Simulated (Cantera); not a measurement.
What does this Cantera script print?

```python
import numpy as np
import cantera as ct

gas = ct.Solution("gri30.yaml")
gas.TPX = 1000, 59000, {'N2O': 1, 'O2': 0.087}
reactor = ct.IdealGasConstPressureReactor(gas, energy="off", clone=False)
net = ct.ReactorNet([reactor])
net.rtol, net.atol = 1e-08, 1e-18
show = ['N2O', 'O2', 'NO', 'N2', 'NO2']
times = np.geomspace(2e-05, 30, 13)

steps = ct.SolutionArray(gas, extra=["t"])
rows = []
print(f"{'t/s':>10s}{'T/K':>9s}{'P/Pa':>11s}" + "".join(f"{s:>11s}" for s in show))
for t in times:
    while net.time < t:
        t_next = net.step()
        steps.append(gas.state, t=t_next)
    rows.append([np.interp(t, steps.t, y) for y in (steps.T, steps.P, *steps(*show).X.T)])
    print(f"{t:10.3e}{rows[-1][0]:9.1f}{rows[-1][1]:11.4g}" + "".join(f"{x:11.3e}" for x in rows[-1][2:]))
rate = np.gradient(steps.T, steps.t)
print("integrator steps:", len(steps.t))
if steps.T.max() > steps.T[0] + 200:
    print(f"time of steepest temperature rise: {steps.t[rate.argmax()]:.4e} s")
gas.TPX = 1000, 59000, {'N2O': 1, 'O2': 0.087}
gas.equilibrate("TP")
print(f"equilibrium (TP): T = {gas.T:.1f} K  " + "  ".join(f"{s} {gas[s].X[0]:.3e}" for s in show))
```

Result:

```
       t/s      T/K       P/Pa        N2O         O2         NO         N2        NO2
 2.000e-05   1000.0    5.9e+04  9.200e-01  8.004e-02  8.535e-10  4.365e-08  3.507e-17
 6.542e-05   1000.0    5.9e+04  9.200e-01  8.004e-02  5.719e-09  1.779e-07  1.563e-15
 2.140e-04   1000.0    5.9e+04  9.200e-01  8.004e-02  2.533e-08  6.616e-07  3.065e-14
 6.999e-04   1000.0    5.9e+04  9.200e-01  8.004e-02  9.020e-08  2.252e-06  3.884e-13
 2.289e-03   1000.0    5.9e+04  9.200e-01  8.004e-02  3.024e-07  7.455e-06  4.378e-12
 7.489e-03   1000.0    5.9e+04  9.199e-01  8.005e-02  9.964e-07  2.447e-05  4.772e-11
 2.449e-02   1000.0    5.9e+04  9.198e-01  8.007e-02  3.266e-06  8.013e-05  5.063e-10
 8.012e-02   1000.0    5.9e+04  9.196e-01  8.015e-02  1.068e-05  2.621e-04  5.287e-09
 2.621e-01   1000.0    5.9e+04  9.187e-01  8.042e-02  3.489e-05  8.569e-04  5.257e-08
 8.572e-01   1000.0    5.9e+04  9.158e-01  8.129e-02  1.136e-04  2.797e-03  4.467e-07
 2.804e+00   1000.0    5.9e+04  9.064e-01  8.411e-02  3.672e-04  9.079e-03  2.693e-06
 9.172e+00   1000.0    5.9e+04  8.768e-01  9.304e-02  1.166e-03  2.897e-02  1.077e-05
 3.000e+01   1000.0    5.9e+04  7.894e-01  1.194e-01  3.490e-03  8.769e-02  3.439e-05
integrator steps: 612
equilibrium (TP): T = 1000.0 K  N2O 2.107e-09  O2 3.699e-01  NO 3.734e-05  N2 6.301e-01  NO2 2.041e-06
```

Model: GRI-Mech 3.0 (53 species, 325 reactions), integrated in Cantera. GRI-Mech 3.0 was tuned for natural gas; its chemistry of N2O as a main component is partial and can be far from experiment. The mechanism lacks the step 2 NO + O2 → 2 NO2, which can matter for NO2 below about 1400 K. The temperature is held fixed by assumption; the heat of reaction is taken as removed at once.
